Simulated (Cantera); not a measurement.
Input: 1 mol Si2Cl6, 33 mol N2, 6.6 mol H2, held at 948.15 K and 13300 Pa.

Equilibrium computed with Cantera from the NASA thermochemical tables; the gas is ideal and each condensed phase is pure. Candidate condensed phases: NH4Cl, Si, Si3N4; 28 gas species. The feed counts by its element totals alone. N2 is the only nitrogen source here; it is nearly inert below about 1500 K, so the nitride shown seldom forms there in practice. Equilibrium is a limit: real reactors are often held back by kinetics, nucleation or transport.

Base state: N2 0.772, HCl 0.124, H2 0.0984, SiCl4 0.00549, SiHCl3 1.97e-5 (mole fractions); condensed: Si3N4(s).

Question: What changes in the equilibrium state with this change: temperature from 948.15 K to 2025 K?

Answer: 
| species | before | after |
|---|---|---|
| N2 | 0.772 | 0.773 |
| H2 | 0.0984 | 0.129 |
| HCl | 0.124 | 0.0495 |
| SiCl2 | 1.35e-8 | 0.0443 |
| H | <1e-9 | 0.00189 |
| SiCl | <1e-9 | 0.000580 |
| Cl | <1e-9 | 0.000540 |
| Si3N4(s), mol | 0.591 | 0 |
| Si(l), mol | 0 | 0.0395 |
The tables' values for SiCl, SiCl3, SiN are old estimates; treat these amounts as uncertain. Gases not in the tables: Si2H6 and higher silanes.

Question: What changes in the equilibrium state with this change: temperature from 948.15 K to 1373.15 K?

Answer: 
| species | before | after |
|---|---|---|
| N2 | 0.772 | 0.770 |
| HCl | 0.124 | 0.133 |
| H2 | 0.0984 | 0.0933 |
| SiCl4 | 0.00549 | 0.00231 |
| SiCl2 | 1.35e-8 | 0.000529 |
| SiCl3 | 1.48e-6 | 0.000514 |
| Si3N4(s), mol | 0.591 | 0.619 |
The tables' values for SiCl3 are old estimates; treat these amounts as uncertain.
